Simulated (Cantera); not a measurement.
Input: 1 mol (CH₃)₂SiCl₂, 0.08 mol HCl, 14 mol H₂, at 2400 K.

Cantera equilibrium calculation (NASA polynomials, part measured and part estimated; ideal gas, pure solids and liquids). Candidate condensed phases: C, C₆H₆, C₇H₈, C₈H₁₈, Si, SiC; 109 gas species. The feed counts by its element totals alone. The tables' values for SiCl, SiCl₃ are old estimates; treat these amounts as uncertain. Gases not in the tables: Si₂H₆ and higher silanes. The numbers say what is thermodynamically allowed, not how fast it happens.

x: gas mole fraction; n: condensed amount in mol.

```
P (Pa)   x H₂         x H   x HCl        x Si        x Cl      x SiC₂  x C₂H₂ (acetylene)  n C(graphite)  n SiC(s)
------  -----  ----------  ------  ----------  ----------  ----------  ------------------  -------------  --------
100     0.508       0.359  0.0579      0.0341      0.0291     0.00655             0.00354           1.50         0
220     0.597       0.262  0.0700      0.0351      0.0219     0.00673             0.00416           1.49         0
460     0.664       0.191  0.0785      0.0345      0.0161     0.00661             0.00463           1.49         0
1000    0.719  (withheld)  0.0840      0.0320  (withheld)     0.00614             0.00501           1.48         0
2200    0.772      0.0942  0.0903      0.0186     0.00786     0.00356             0.00538           1.23     0.373
4600    0.809      0.0667  0.0958     0.00887     0.00563     0.00170             0.00564           1.04     0.661
10000   0.834      0.0459  0.0996     0.00408     0.00391    0.000783             0.00582          0.942     0.801
22000   0.851      0.0313   0.102     0.00186     0.00268    0.000356             0.00593          0.895     0.866
46000   0.861  (withheld)   0.104  (withheld)  (withheld)  (withheld)             0.00600          0.873     0.895
100000  0.868      0.0148   0.105    0.000408     0.00128     7.83e-5             0.00605          0.860     0.910
```

### Question
Complete the blanks.

### Answer

- 46000, x H: 0.0218
- 46000, x Si: 0.000887
- 46000, x Cl: 0.00187
- 46000, x SiC₂: 0.000170
- 1000, x H: 0.135
- 1000, x Cl: 0.0112
